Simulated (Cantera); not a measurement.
Input (Python, Cantera) and output of one run.

```python
import numpy as np
import cantera as ct

gas_names = """
    H H2 H2S S SH S2 S8
""".split()
cond_names = """
    S(cr1) S(cr2) S(L)
""".split()


# ... load() reads the species with a 1 bar reference pressure and builds the phases ...
atoms = {
    'S': {'S': 1},
    'H2': {'H': 2},
}
top_T = {}  # K; cautious upper limits of use, not melting points


# ... equilibrate(T, P, feed) seeds the gas with the atoms and calls Mixture.equilibrate('TP', solver="vcs", rtol=1e-11, max_steps=5000) ...
results = []
feed = {'S': 1, 'H2': 3.8}  # mol
P = 2100000  # Pa
for T in [2048, 2148, 2248, 2348, 2448, 2548, 2648, 2748]:
    mix = equilibrate(T, P, feed)
    results.append((T, P, feed, dict(zip(mix.species_names, mix.species_moles))))

top = {s: max(r[3][s] / sum(r[3][g] for g in gas_names) for r in results) for s in gas_names}
cols = sorted((s for s in top if top[s] > 0.0001), key=lambda s: -top[s])[:7]
seen = [c for c in cond_names if any(r[3].get(c, 0) > 1e-12 for r in results)]
print("log10 of partial pressures in bar; condensed amounts in mol")
print(f"{'T/K':>10s}" + "".join(f"{s[:9]:>10s}" for s in cols + seen))
for T, P, feed, n in results:
    ng = sum(n[g] for g in gas_names)
    print(f"{T:10.4g}" + "".join(f"{np.log10(max(n[s] / ng * P / 1e5, 1e-99)):10.3f}" for s in cols)
          + "".join(f"{n.get(c, 0):10.4g}" for c in seen))
```

Result:

```
log10 of partial pressures in bar; condensed amounts in mol
       T/K        H2       H2S        S2        SH         H         S
      2048     1.201     0.664    -0.505    -0.753    -2.049    -2.617
      2148     1.205     0.629    -0.368    -0.594    -1.778    -2.289
      2248     1.209     0.589    -0.262    -0.460    -1.529    -2.000
      2348     1.213     0.543    -0.181    -0.345    -1.302    -1.744
      2448     1.216     0.494    -0.121    -0.246    -1.093    -1.516
      2548     1.218     0.443    -0.077    -0.162    -0.901    -1.311
      2648     1.219     0.390    -0.046    -0.089    -0.723    -1.126
      2748     1.219     0.335    -0.027    -0.027    -0.558    -0.960
```

Method: chemical equilibrium by Gibbs-energy minimisation in Cantera with the NASA 1993 tables (ideal gas, pure condensed phases).
